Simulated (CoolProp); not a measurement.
R1336mzz(Z) along the isotherm -0.85 °C: fugacity coefficient from the reference equation and from simpler models built on Tc = 171.3 °C, pc = 2.904 MPa, ω = 0.386; each cubic takes its own stable root.

Computed with CoolProp (reference Helmholtz-energy equation of state, McLinden 2020).

```
p (MPa)   phase  reference  van der Waals  Soave-Redlich-Kwong  Peng-Robinson
-------  ------  ---------  -------------  -------------------  -------------
0.396    liquid    0.05998         0.6595              0.05982        0.06125
0.792    liquid    0.03060         0.3420              0.03062        0.03127
1.19     liquid    0.02078         0.2360              0.02087        0.02125
1.58     liquid    0.01596         0.1842              0.01608        0.01634
1.98     liquid    0.01300         0.1524              0.01314        0.01332
2.38     liquid    0.01103         0.1315              0.01120        0.01131
2.77     liquid   0.009668         0.1170             0.009845       0.009921
3.17     liquid   0.008620         0.1060             0.008808       0.008853
3.56     liquid   0.007828        0.09774             0.008026       0.008046
3.96     liquid   0.007180        0.09107             0.007387       0.007386
4.36     liquid   0.006654        0.08572             0.006870       0.006850
```
